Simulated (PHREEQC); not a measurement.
Synthetic water in mmol/kgw, 25 °C, pH 2.41, pe 11.7:

| constituent | mmol/kgw |
|---|---|
| Na | 8.31 |
| K | 0.78 |
| Ca | 2.9 |
| Mg | 8 |
| Cl | 10.2 |
| S(6) | 14.3 |
| Cu(2) | 0.0615 |

Valence states are taken as typed.

Computed with PHREEQC (ion-association model, phreeqc.dat).

No solid was allowed to form.

Task: Order these Cu species by the share of Cu that they hold, largest first: Cu+2, CuCl+, CuSO4.

Result: Cu+2 (70 %), CuSO4 (29 %), CuCl+ (0.95 %)

The pH is 2.41 and the ionic strength 0.0457 mol/kgw.
